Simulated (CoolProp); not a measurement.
Vapour-liquid equilibrium of CH2F2 (R32) (1) + R152A (2) at 266.3 K; x and y are mole fractions of (1).

Computed with CoolProp (multi-fluid Helmholtz-energy mixture model, Tillner-Roth 1997 and Outcalt 1996; pair parameters Bell 2016).

```tsv
x	bubble pressure (MPa)	y at the bubble point	dew pressure at overall composition x (MPa)	liquid density (mol/L)
0.05	(withheld)	0.136	(withheld)	14.98
0.15	0.2714	0.342	0.2298	(withheld)
0.25	0.3153	0.491	0.2499	15.93
0.35	0.3589	0.605	0.2736	16.45
0.45	0.4026	0.696	0.3020	17.00
0.55	0.4463	0.771	0.3365	17.59
0.65	0.4903	(withheld)	0.3792	18.21
0.75	0.5348	(withheld)	0.4331	18.87
0.85	0.5799	(withheld)	0.5023	19.58
0.95	0.6258	0.980	0.5930	20.33
```

Question: Fill in the missing entries.

Answer: 
- 0.05, bubble pressure (MPa): 0.2272
- 0.05, dew pressure at overall composition x (MPa): 0.2126
- 0.15, liquid density (mol/L): 15.44
- 0.65, y at the bubble point: 0.835
- 0.75, y at the bubble point: 0.889
- 0.85, y at the bubble point: 0.937

No azeotrope shows between x = 0.05 and 0.95.

Pair parameters are fitted to limited data, so mixtures are less certain than the pure fluids.
